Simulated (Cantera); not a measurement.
**Equilibrium for fluorocarbon and chlorocarbon gases: c-C4F8 + H2**

Input: 1 mol c-C4F8, 2.1 mol H2, equilibrated at 1425 K.

Method: chemical equilibrium by Gibbs-energy minimisation in Cantera with the NASA 1993 tables (ideal gas, pure condensed phases). Candidate condensed phases: C, C6H6, C7H8, C8H18; 95 gas species. The feed counts by its element totals alone. Gases not in the tables: C2F6 and larger saturated fluorocarbons. Equilibrium is a limit: real reactors are often held back by kinetics, nucleation or transport.

```
P (Pa)   x HF  x CF4       x F     x CF2    x CF3   x CHF3    x H2F2  n C(graphite)
------  -----  -----  --------  --------  -------  -------  --------  -------------
1       0.814  0.183   0.00191   0.00177  5.98e-5  4.04e-8  9.51e-11           3.05
5.20    0.815  0.184  0.000555  0.000781  3.98e-5  9.25e-8  4.96e-10           3.05
27      0.815  0.184  0.000161  0.000343  2.64e-5  2.11e-7   2.58e-9           3.05
140     0.815  0.184   4.70e-5  0.000151  1.75e-5  4.81e-7   1.34e-8           3.05
720     0.815  0.184   1.38e-5   6.65e-5  1.16e-5  1.09e-6   6.88e-8           3.05
3700    0.816  0.184   4.03e-6   2.93e-5  7.73e-6  2.47e-6   3.53e-7           3.05
19000   0.816  0.184   1.18e-6   1.29e-5  5.13e-6  5.60e-6   1.81e-6           3.05
100000  0.816  0.184   3.40e-7   5.64e-6  3.39e-6  1.29e-5   9.55e-6           3.05
```
x: gas mole fraction; n: condensed amount in mol.

From 1.00 Pa to 1.00 bar the condensed part is C(graphite). The main C-bearing gas is CF4 throughout.
